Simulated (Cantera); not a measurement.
A perfectly stirred reactor is fed with CH4 : H2 : O2 : N2 = 1 : 0.61 : 3.25 : 12.2 (molar parts), equivalence ratio 0.71, at 760 Torr; it is adiabatic with a 700 K inlet, and is followed from long to short residence time, starting on the burning branch (τ in s: 0.21, 0.085, 0.034, 0.013, 0.0054, 0.0021, 0.00085, 0.00034, 0.00013, 5.3e-05).

Computed with Cantera and GRI-Mech 3.0 (53 species, 325 reactions).

One state of this run: T (K) = 1742; x CH4 = 0.00110; x H2 = 0.0115; x O2 = 0.0728; x NO2 = 3.02e-9; x CO = 0.0264. x: mole fraction; the columns are a selection and need not sum to one.

### Question
Which value of τ (s) does it belong to?
A) 5.3e-5
B) 0.034
C) 0.00013
D) 0.0021

### Answer
A, 5.3e-5
